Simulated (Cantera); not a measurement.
Cantera run, input and output.

```python
import numpy as np
import cantera as ct

gas = ct.Solution("gri30.yaml")
gas.TPX = 525, 101325, {'C2H4': 1, 'O2': 1.67, 'N2': 6.27, 'H2O': 0.9}
inlet = ct.Reservoir(gas, clone=True)
gas.equilibrate("HP")  # start burning
reactor = ct.IdealGasConstPressureReactor(gas, energy="on", clone=False)
exhaust = ct.Reservoir(gas, clone=True)
tau = [0.26, 0.093, 0.033, 0.012, 0.0043, 0.0015, 0.00056, 0.0002, 7.2e-05][0]
for a, b in ((inlet, reactor), (reactor, exhaust)):
    ct.MassFlowController(a, b, mdot=lambda t: reactor.mass / tau)
net = ct.ReactorNet([reactor])
show = ['C2H4', 'O2', 'H2O', 'HO2', 'NO', 'H2', 'N2O']

rows = []
print(f"{'tau/s':>10s}{'T/K':>9s}" + "".join(f"{s:>11s}" for s in show))
for tau in [0.26, 0.093, 0.033, 0.012, 0.0043, 0.0015, 0.00056, 0.0002, 7.2e-05]:
    net.initial_time = 0.0
    net.advance(30 * tau)
    before = gas.X
    net.advance(40 * tau)
    drift = np.max(np.abs(gas.X - before) / (gas.X + 1e-9))
    rows.append([gas.T, *gas[show].X, drift])
    print(f"{tau:10.3e}{gas.T:9.1f}" + "".join(f"{x:11.3e}" for x in gas[show].X))
```

Result:

```
     tau/s      T/K       C2H4         O2        H2O        HO2         NO         H2        N2O
 2.600e-01   2035.2  3.650e-06  3.482e-05  1.571e-01  7.024e-09  8.727e-05  1.013e-01  5.445e-09
 9.300e-02   2033.7  8.564e-06  7.957e-05  1.577e-01  1.709e-08  1.115e-04  1.001e-01  1.082e-08
 3.300e-02   2031.1  1.943e-05  1.766e-04  1.588e-01  4.179e-08  1.292e-04  9.824e-02  2.015e-08
 1.200e-02   2026.2  4.112e-05  3.672e-04  1.600e-01  9.872e-08  1.371e-04  9.586e-02  3.257e-08
 4.300e-03   2017.1  8.591e-05  7.511e-04  1.616e-01  2.347e-07  1.321e-04  9.283e-02  4.402e-08
 1.500e-03   2001.3  1.898e-04  1.596e-03  1.638e-01  5.906e-07  1.106e-04  8.850e-02  4.593e-08
 5.600e-04   1974.8  4.321e-04  3.403e-03  1.668e-01  1.539e-06  7.944e-05  8.264e-02  3.570e-08
 2.000e-04   1914.1  1.208e-03  8.325e-03  1.706e-01  5.325e-06  4.316e-05  7.400e-02  2.060e-08
 7.200e-05    525.0  1.016e-01  1.697e-01  9.146e-02  7.817e-18  2.909e-22  2.667e-16  6.151e-23
```

Computed with Cantera and GRI-Mech 3.0 (53 species, 325 reactions). GRI-Mech 3.0 was tuned for natural gas; its chemistry of ethylene as a main component is partial and can be far from experiment.
